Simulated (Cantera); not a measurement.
A Cantera script and what it prints.

```python
import numpy as np
import cantera as ct

gas_names = [...]  # 87 gases of nasa_gas.yaml made of C, H, Si
cond_names = """
    C(gr) C6H6(L) C7H8(L) C8H18(L),n-octa Si(cr) Si(L) SiC(b)
""".split()


# ... load() reads the species with a 1 bar reference pressure and builds the phases ...
atoms = {
    'SiC': {'Si': 1, 'C': 1},
    'H2': {'H': 2},
}
top_T = {'C(gr)': 4500, 'SiC(b)': 3050}  # K; cautious upper limits of use, not melting points


# ... equilibrate(T, P, feed) seeds the gas with the atoms and calls Mixture.equilibrate('TP', solver="gibbs", rtol=1e-10, max_steps=50000) ...
results = []
feed = {'SiC': 1, 'H2': 6.6}  # mol
P = 1333.22  # Pa
for T in [1725, 1800, 1875, 1950, 2025, 2100, 2175, 2250, 2325, 2400, 2475, 2550, 2625, 2700]:
    mix = equilibrate(T, P, feed)
    results.append((T, P, feed, dict(zip(mix.species_names, mix.species_moles))))
    x = sorted(zip(gas.X, gas.species_names), reverse=True)
    print(f"T = {T:g} K  P = {P:g} Pa  gas = {mix.phase_moles(0):.4g} mol")
    print("   x: " + "  ".join(f"{s} {v:.3e}" for v, s in x if v > 0.001))
    print("   condensed (mol): " + ("  ".join(f"{mix.phase(i).name} {mix.phase_moles(i):.4g}"
          for i in range(1, mix.n_phases) if mix.phase_moles(i) > 1e-12) or "none"))
```

It prints:

```
T = 1725 K  P = 1333.22 Pa  gas = 6.605 mol
   x: H2 9.984e-01  H 1.607e-03
   condensed (mol): SiC(b) 0.9999
T = 1800 K  P = 1333.22 Pa  gas = 6.61 mol
   x: H2 9.969e-01  H 3.096e-03
   condensed (mol): SiC(b) 0.9998
T = 1875 K  P = 1333.22 Pa  gas = 6.619 mol
   x: H2 9.942e-01  H 5.661e-03
   condensed (mol): SiC(b) 0.9995
T = 1950 K  P = 1333.22 Pa  gas = 6.634 mol
   x: H2 9.898e-01  H 9.877e-03
   condensed (mol): SiC(b) 0.9986
T = 2025 K  P = 1333.22 Pa  gas = 6.658 mol
   x: H2 9.827e-01  H 1.652e-02
   condensed (mol): SiC(b) 0.9962
T = 2100 K  P = 1333.22 Pa  gas = 6.698 mol
   x: H2 9.714e-01  H 2.660e-02  Si 1.162e-03
   condensed (mol): SiC(b) 0.9907
T = 2175 K  P = 1333.22 Pa  gas = 6.76 mol
   x: H2 9.542e-01  H 4.130e-02  Si 2.649e-03  C2H2,acetylene 1.403e-03
   condensed (mol): SiC(b) 0.9779
T = 2250 K  P = 1333.22 Pa  gas = 6.86 mol
   x: H2 9.281e-01  H 6.196e-02  Si 5.729e-03  C2H2,acetylene 2.898e-03
   condensed (mol): SiC(b) 0.9488
T = 2325 K  P = 1333.22 Pa  gas = 7.035 mol
   x: H2 8.886e-01  H 8.981e-02  Si 1.338e-02  C2H2,acetylene 4.345e-03  SiC2 2.012e-03  Si2C 1.174e-03
   condensed (mol): C(gr) 0.03117  SiC(b) 0.8704
T = 2400 K  P = 1333.22 Pa  gas = 7.359 mol
   x: H2 8.277e-01  H 1.253e-01  Si 3.062e-02  SiC2 5.877e-03  C2H2,acetylene 5.771e-03  Si2C 3.345e-03
   condensed (mol): C(gr) 0.1304  SiC(b) 0.672
T = 2475 K  P = 1333.22 Pa  gas = 8.013 mol
   x: H2 7.321e-01  H 1.667e-01  Si 6.655e-02  SiC2 1.605e-02  Si2C 8.920e-03  C2H2,acetylene 7.120e-03  SiH 1.805e-03
   condensed (mol): C(gr) 0.3807  SiC(b) 0.1727
T = 2550 K  P = 1333.22 Pa  gas = 8.458 mol
   x: H2 6.605e-01  H 2.196e-01  Si 7.798e-02  SiC2 2.329e-02  C2H2,acetylene 8.784e-03  Si2C 7.144e-03  SiH 1.795e-03
   condensed (mol): C(gr) 0.3884
T = 2625 K  P = 1333.22 Pa  gas = 8.81 mol
   x: H2 5.955e-01  H 2.837e-01  Si 7.572e-02  SiC2 2.763e-02  C2H2,acetylene 1.063e-02  Si2C 4.049e-03  SiH 1.487e-03
   condensed (mol): C(gr) 0.2709
T = 2700 K  P = 1333.22 Pa  gas = 9.228 mol
   x: H2 5.236e-01  H 3.561e-01  Si 7.108e-02  SiC2 3.130e-02  C2H2,acetylene 1.235e-02  Si2C 2.205e-03  SiH 1.183e-03
   condensed (mol): C(gr) 0.1306
```

Method: chemical equilibrium by Gibbs-energy minimisation in Cantera with the NASA 1993 tables (ideal gas, pure condensed phases). Gases not in the tables: Si2H6 and higher silanes.
